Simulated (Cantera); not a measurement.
A closed system holds: 1 mol CaO, a varied amount of SO2, 0.64 mol N2, 2.3 mol H2S, equilibrated at 1150 °C and 1 atm.

Equilibrium computed with Cantera from the NASA thermochemical tables; the gas is ideal and each condensed phase is pure. Candidate condensed phases: Ca, CaO, Ca(OH)2, CaS, CaSO4, H2O, H2SO4, S; 41 gas species. Equilibrium is a limit: real reactors are often held back by kinetics, nucleation or transport.

x: gas mole fraction; n: condensed amount in mol.

| n(SO2) (mol) | x H2O | x SO2 | x N2 | x S2 | x H2S | x H2 | x S2O | n CaS(s) |
|---|---|---|---|---|---|---|---|---|
| 0.26 | 0.417 | 0.0109 | 0.185 | 0.136 | 0.166 | 0.0829 | 0.00119 | 1.00 |
| 0.46 | 0.455 | 0.0330 | 0.175 | 0.161 | 0.118 | 0.0542 | 0.00236 | 1.00 |
| 0.66 | 0.464 | 0.0653 | 0.165 | 0.171 | 0.0894 | 0.0399 | 0.00347 | 1.00 |
| 0.86 | 0.459 | 0.101 | 0.157 | 0.173 | 0.0718 | 0.0319 | 0.00434 | 1.00 |
| 1.1 | 0.447 | ? | 0.148 | 0.171 | ? | ? | ? | 1.00 |
| 1.3 | 0.435 | ? | 0.141 | 0.167 | ? | ? | 0.00560 | 1.00 |
| 1.5 | 0.422 | 0.208 | 0.135 | 0.163 | 0.0439 | 0.0201 | 0.00596 | 1.00 |

**Question.** Some entries are withheld; supply them.

**Answer.** 
- 1.1, x SO2: 0.143
- 1.1, x H2S: 0.0581
- 1.1, x H2: 0.0259
- 1.1, x S2O: 0.00512
- 1.3, x SO2: 0.177
- 1.3, x H2S: 0.0500
- 1.3, x H2: 0.0226
